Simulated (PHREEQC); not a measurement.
## Acid rinse or clean: an equilibrium model

Consider water at 68 °C with 0.013 mol HNO3 and 0.0046 mol KCl per kg of water. Closed to the air; pH follows from the charge balance.

All values are PHREEQC results (ion-association model, phreeqc.dat), not measurements.

Each row changes one thing in this solution. This is a speciation only: nothing precipitates in the calculation.

```csv
case,pH,SI of Sylvite (KCl)
as made,1.94,-5.89
temperature from 68 to 15 °C,…,-5.64
HNO3 from 0.013 to 0.0065 mol/kgw,2.23,-5.87
diluted 100-fold with water,…,-9.78
HNO3 from 0.013 to 0.0013 mol/kgw,2.92,…
temperature from 68 to 50 °C,1.94,…
```

Some entries are withheld; supply them.


- temperature from 68 to 15 °C, pH: 1.93
- diluted 100-fold with water, pH: 3.89
- HNO3 from 0.013 to 0.0013 mol/kgw, SI of Sylvite (KCl): -5.84
- temperature from 68 to 50 °C, SI of Sylvite (KCl): -5.81

Constants without temperature data keep their 25 °C values here.
